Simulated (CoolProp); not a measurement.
A single-stage vapour-compression cycle with the fluid: evaporating at 262.15 K (dew point), condensing at 312.15 K (bubble point), superheat 10 K, subcooling 0 K, compressor efficiency 0.6, no pressure losses. The same conditions are run with several fluids, on thermodynamics alone (safety and materials aside).

Computed with CoolProp (reference Helmholtz-energy equation of state of each fluid (R365MFC: Lemmon 2016; R142b: Lemmon 2006; R1336mzz(E): Akasaka 2023; n-pentane: Thol 2019; vinyl chloride: Thol 2022; R1224YDZ: Akasaka 2023)).

| fluid | cooling COP | pressure ratio | discharge temperature (K) | refrigerating effect (kJ/kg) | volumetric capacity (kJ/m³) |
|---|---|---|---|---|---|
| R365MFC | 2.55 | (withheld) | 334.2 | 152 | (withheld) |
| R142b | 2.57 | 5.42 | 354.1 | 168 | 724 |
| R1336mzz(E) | 2.41 | 7.00 | (withheld) | 109 | 356 |
| n-pentane | (withheld) | 7.74 | (withheld) | 295 | 137 |
| vinyl chloride | 2.63 | 5.16 | 394.1 | 285 | (withheld) |
| R1224YDZ | 2.55 | 7.12 | 342.8 | 132 | 294 |

Q: What belongs in the gaps?

A: 
- R365MFC, pressure ratio: 9.37
- R365MFC, volumetric capacity (kJ/m³): 104
- R1336mzz(E), discharge temperature (K): 332.2
- n-pentane, cooling COP: 2.61
- n-pentane, discharge temperature (K): 340.6
- vinyl chloride, volumetric capacity (kJ/m³): 923
